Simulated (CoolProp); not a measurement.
A simple Rankine cycle with water: condensing at 301.15 K, boiler at 0.123 MPa, turbine inlet 418.7 K, turbine efficiency 0.7, pump efficiency 0.7, no recuperator. Each further row changes one setting.

Values from CoolProp's reference Helmholtz-energy equation of state, Wagner 2002.

```json
[
 {"case": "as stated", "thermal efficiency (%)": "13.6", "net work (kJ/kg)": "360", "heat in (kJ/kg)": "2650", "turbine exit temperature (K)": "301.2", "volume ratio over the turbine": "22.2"},
 {"case": "turbine inlet 438.7 K", "thermal efficiency (%)": "13.7", "net work (kJ/kg)": "368", "heat in (kJ/kg)": "2690", "turbine exit temperature (K)": "301.2", "volume ratio over the turbine": "21.4"},
 {"case": "condensing temperature 293.15 K", "thermal efficiency (%)": "14.9", "net work (kJ/kg)": "400", "heat in (kJ/kg)": "2680", "turbine exit temperature (K)": "293.1", "volume ratio over the turbine": "34.6"},
 {"case": "boiler pressure 0.0861 MPa", "thermal efficiency (%)": "12.3", "net work (kJ/kg)": "326", "heat in (kJ/kg)": "2650", "turbine exit temperature (K)": "301.2", "volume ratio over the turbine": "15.7"},
 {"case": "turbine efficiency 0.6", "thermal efficiency (%)": "11.7", "net work (kJ/kg)": "309", "heat in (kJ/kg)": "2650", "turbine exit temperature (K)": "301.2", "volume ratio over the turbine": "22.7"}
]
```

The expansion ends wet for: as stated; turbine inlet 438.7 K; condensing temperature 293.15 K; boiler pressure 0.0861 MPa; turbine efficiency 0.6.
